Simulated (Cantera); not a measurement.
Feed: 1 mol Si₂H₆, 0.32 mol O₂, at 0.0975 Torr.

Cantera equilibrium calculation (NASA polynomials, part measured and part estimated; ideal gas, pure solids and liquids). Candidate condensed phases: H₂O, Si, SiO₂; 18 gas species. The feed counts by its element totals alone. Rates play no part. All values below are at 1102 °C.

Base state: H₂ 0.824, SiO 0.176, H 0.000273 (mole fractions); condensed: Si(s).

Q: What changes in the equilibrium state with this change: O₂ from 0.32 to 0.19 mol?

A: 
| species | before | after |
|---|---|---|
| H₂ | 0.824 | 0.887 |
| SiO | 0.176 | 0.112 |
| H | 0.000273 | 0.000283 |
| Si(s), mol | 1.36 | 1.62 |

Q: What changes in the equilibrium state with this change: pressure from 0.0975 Torr to 0.585 Torr?

A: 
| species | before | after |
|---|---|---|
| H₂ | 0.824 | 0.945 |
| SiO | 0.176 | 0.0551 |
| H | 0.000273 | 0.000119 |
| Si(s), mol | 1.36 | 1.59 |
| SiO₂(β-quartz), mol | 0 | 0.233 |
Mutual solubility and eutectic melting of coexisting phases are not modelled. The tables hold silica as quartz up to 1696 K and as liquid above; real silica turns to tridymite and cristobalite and melts near 1996 K.
